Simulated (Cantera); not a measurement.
A perfectly stirred reactor is fed with CO : H2 : O2 : N2 = 1 : 0.061 : 0.931 : 8 (molar parts), at 1.09 atm; it is adiabatic with a 323 K inlet, and is followed from long to short residence time, starting on the burning branch (τ in s: 0.1, 0.044, 0.019, 0.0084, 0.0036, 0.0016, 0.00069, 0.0003, 0.00013, 5.7e-05, 2.5e-05).

Model: GRI-Mech 3.0 (53 species, 325 reactions), integrated in Cantera.

**Question.** Predict: blow-out, bracketed by the residence times tried; x(CO) at τ = 0.100 s; x(H2) at τ = 0.100 s; x(O2) at τ = 0.100 s; x(NO) at τ = 0.100 s; x(O) at τ = 0.100 s; x(CO) at τ = 1.60 ms; x(H2) at τ = 1.60 ms; x(O2) at τ = 1.60 ms.

**Answer.** 
| Property | Result |
|---|---|
| blow-out, bracketed by the residence times tried | burning at 44.0 ms, out at 19.0 ms |
| x(CO) at τ = 0.100 s | 0.00473 |
| x(H2) at τ = 0.100 s | 4.69e-5 |
| x(O2) at τ = 0.100 s | 0.0445 |
| x(NO) at τ = 0.100 s | 1.72e-6 |
| x(O) at τ = 0.100 s | 0.000181 |
| x(CO) at τ = 1.60 ms | 0.100 |
| x(H2) at τ = 1.60 ms | 0.00610 |
| x(O2) at τ = 1.60 ms | 0.0932 |
